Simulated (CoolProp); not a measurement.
Normal hydrogen along the isotherm -236.65 °C: Z from the reference equation and from simpler models built on Tc = -240.0 °C, pc = 1296 kPa, ω = -0.219; each cubic takes its own stable root.

Model: reference Helmholtz-energy equation of state, Leachman 2009, in CoolProp.

| p (kPa) | phase | reference | Redlich-Kwong | Peng-Robinson |
|---|---|---|---|---|
| 720 | gas | 0.8446 | 0.8445 | 0.8166 |
| 1440 | supercritical | 0.6310 | 0.6489 | 0.5824 |
| 2160 | supercritical | 0.3743 | 0.4467 | 0.3607 |
| 2880 | supercritical | 0.3966 | 0.4435 | 0.3773 |
| 3600 | supercritical | 0.4543 | 0.4891 | 0.4230 |
| 4320 | supercritical | 0.5163 | 0.5432 | 0.4736 |
| 5040 | supercritical | 0.5790 | 0.5994 | 0.5253 |
| 5760 | supercritical | 0.6413 | 0.6562 | 0.5770 |
| 6480 | supercritical | 0.7031 | 0.7128 | 0.6283 |
